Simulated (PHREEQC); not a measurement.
Hard or scaling water (model solution)

Consider water at 20 °C with 55 mmol/kgw CaCl2, 1.4 mmol/kgw Na2HPO4 and 60 mmol/kgw KCl. Closed to the air; pH follows from the charge balance.

Equilibrium calculation in PHREEQC: ion-association model, phreeqc.dat.

- pH = 7.55
- ionic strength = 0.225 mol/kgw
- specific conductance = 15700 µS/cm
- density = 1.006 g/cm³
- total alkalinity = 1.40 meq/kg

```tsv
species	molality	activity	log γ
Cl-	0.170	0.120	-0.150
K+	0.0600	0.0423	-0.152
Ca+2	0.0540	0.0170	-0.503
Na+	0.00280	0.00208	-0.128
CaHPO4	0.000841	0.000886	0.023
HPO4-2	0.000363	0.000105	-0.540
```

Precipitation was switched off in this run. Saturation is exceeded, for instance for Hydroxyapatite; the values hold only as long as no solid forms.
